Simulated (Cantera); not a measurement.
**Reactions in the system H-N-O-Zr**

Source: NASA polynomial tables (part measured, part estimated), evaluated in Cantera. Values are per mole of reaction as written; species without (g) are pure solids or liquids, kept so even where they would boil at 1 bar. ZrN: taken at fixed stoichiometry.

4 OH(g) + ZrN = ZrO2(g) + 4 H(g) + NO2(g)

```tsv
T (K)	ΔH° (kJ)	ΔS° (J/K)	ΔG° (kJ)	log10 K
300	827.9	198.9	768.2	-133.75
525	830.2	204.7	722.8	-71.91
550	830.6	205.3	717.7	-68.16
575	831.0	206.0	712.5	-64.73
600	831.4	206.7	707.4	-61.58
625	831.8	207.3	702.2	-58.69
650	832.2	208.0	697.0	-56.01
675	832.6	208.6	691.8	-53.53
```
